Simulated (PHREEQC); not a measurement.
0.2 mol of Jarosite-K (KFe3(SO4)2(OH)6) is brought to equilibrium with 1 kg of water, at 20 °C under several pressures of CO2. Oxygen is held at 0.21 atm. Names ending in (a), (am) or -a are amorphous solids. Only these solids could form: Jarosite-K, Fe(OH)3(a).

Computed with PHREEQC (ion-association model, phreeqc.dat).

Question: Predict CO2 (mol/kgw) at log pCO2 (atm) = -4.5, -4, -2.5, -0.5, 0.

Answer: 
| log pCO2 (atm) | CO2 (mol/kgw) |
|---|---|
| -4.5 | 1.24e-6 |
| -4 | 3.92e-6 |
| -2.5 | 0.000124 |
| -0.5 | 0.0124 |
| 0 | 0.0389 |
